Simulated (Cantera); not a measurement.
**Boron, boron nitride and boron oxide: B + H2O + H2**

Input: 1 mol B, 7.9 mol H2O, 3.4 mol H2, held at 1000 Pa.

Cantera equilibrium calculation (NASA polynomials, part measured and part estimated; ideal gas, pure solids and liquids). Candidate condensed phases: B, B2O3, B3O3H3, H2O; 23 gas species. Gases not in the tables: H3BO3. The numbers say what is thermodynamically allowed, not how fast it happens.

```tsv
T (K)	x H2O	x H2	x HBO2	x H	x OH	x B2O3	n B2O3(l)
1325	0.542	0.427	0.0304	1.07e-5	1.98e-7	3.67e-5	0.320
1425	0.501	0.415	0.0834	4.40e-5	1.16e-6	0.000412	0
1525	0.501	0.415	0.0836	0.000152	5.70e-6	0.000551	0
1625	0.501	0.415	0.0832	0.000454	2.31e-5	0.000701	0
1725	0.501	0.414	0.0828	0.00120	7.96e-5	0.000867	0
1825	0.500	0.413	0.0823	0.00283	0.000240	0.00104	0
1925	0.499	0.411	0.0815	0.00613	0.000644	0.00123	0
2025	0.497	0.407	0.0804	0.0123	0.00157	0.00141	0
```
x: gas mole fraction; n: condensed amount in mol.

At 1325 K the condensed part is B2O3(l). From 1425 K to 2025 K nothing is condensed.
